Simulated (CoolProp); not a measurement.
Vapour-liquid equilibrium of carbon dioxide (1) + R152A (2) at -7.25 °C; x and y are mole fractions of (1).

Computed with CoolProp (multi-fluid Helmholtz-energy mixture model, Span 1996 and Outcalt 1996; pair parameters Bell 2016).

```json
[
 {"x": "0.05", "bubble pressure (kPa)": "320.5", "y at the bubble point": "0.381", "dew pressure at overall composition x (kPa)": "212.3", "liquid density (mol/L)": "15.04"},
 {"x": "0.125", "bubble pressure (kPa)": "501.6", "y at the bubble point": "0.620", "dew pressure at overall composition x (kPa)": "230.1", "liquid density (mol/L)": "15.48"},
 {"x": "0.2", "bubble pressure (kPa)": "684.6", "y at the bubble point": "0.734", "dew pressure at overall composition x (kPa)": "251.0", "liquid density (mol/L)": "15.93"},
 {"x": "0.275", "bubble pressure (kPa)": "869.0", "y at the bubble point": "0.801", "dew pressure at overall composition x (kPa)": "275.9", "liquid density (mol/L)": "16.40"},
 {"x": "0.35", "bubble pressure (kPa)": "1054", "y at the bubble point": "0.845", "dew pressure at overall composition x (kPa)": "306.0", "liquid density (mol/L)": "16.89"},
 {"x": "0.425", "bubble pressure (kPa)": "1241", "y at the bubble point": "0.877", "dew pressure at overall composition x (kPa)": "343.5", "liquid density (mol/L)": "17.41"},
 {"x": "0.5", "bubble pressure (kPa)": "1430", "y at the bubble point": "0.902", "dew pressure at overall composition x (kPa)": "391.1", "liquid density (mol/L)": "17.95"},
 {"x": "0.575", "bubble pressure (kPa)": "1621", "y at the bubble point": "0.922", "dew pressure at overall composition x (kPa)": "453.9", "liquid density (mol/L)": "18.51"},
 {"x": "0.65", "bubble pressure (kPa)": "1817", "y at the bubble point": "0.939", "dew pressure at overall composition x (kPa)": "540.2", "liquid density (mol/L)": "19.09"},
 {"x": "0.725", "bubble pressure (kPa)": "2019", "y at the bubble point": "0.953", "dew pressure at overall composition x (kPa)": "666.3", "liquid density (mol/L)": "19.70"},
 {"x": "0.8", "bubble pressure (kPa)": "2230", "y at the bubble point": "0.967", "dew pressure at overall composition x (kPa)": "866.4", "liquid density (mol/L)": "20.32"},
 {"x": "0.875", "bubble pressure (kPa)": "2453", "y at the bubble point": "0.979", "dew pressure at overall composition x (kPa)": "1225", "liquid density (mol/L)": "20.95"},
 {"x": "0.95", "bubble pressure (kPa)": "2691", "y at the bubble point": "0.992", "dew pressure at overall composition x (kPa)": "1972", "liquid density (mol/L)": "21.59"}
]
```

No azeotrope shows between x = 0.05 and 0.95.

The pair parameters rest on a limited set of measurements; away from them the model extrapolates.
